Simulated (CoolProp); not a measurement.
A Linde-Hampson liquefier for ethane: isothermal reversible compression at 320 K from 1 atm to 10 MPa, throttling to 1 atm, return gas leaving the recuperator 10 K below the feed. Each further row changes one setting.

The numbers come from the reference Helmholtz-energy equation of state, Bücker 2006 in CoolProp.

```json
[
 {"case": "as stated", "liquid yield per pass": "0.418", "compression work (kJ/kg of gas)": "338"},
 {"case": "high pressure 20 MPa", "liquid yield per pass": "0.451", "compression work (kJ/kg of gas)": "…"},
 {"case": "warm-end temperature 350 K", "liquid yield per pass": "…", "compression work (kJ/kg of gas)": "…"},
 {"case": "warm-end gap 15 K", "liquid yield per pass": "…", "compression work (kJ/kg of gas)": "338"}
]
```

Task: Complete the blanks.

Result: 
- high pressure 20 MPa, compression work (kJ/kg of gas): 366
- warm-end temperature 350 K, liquid yield per pass: 0.270
- warm-end temperature 350 K, compression work (kJ/kg of gas): 395
- warm-end gap 15 K, liquid yield per pass: 0.410
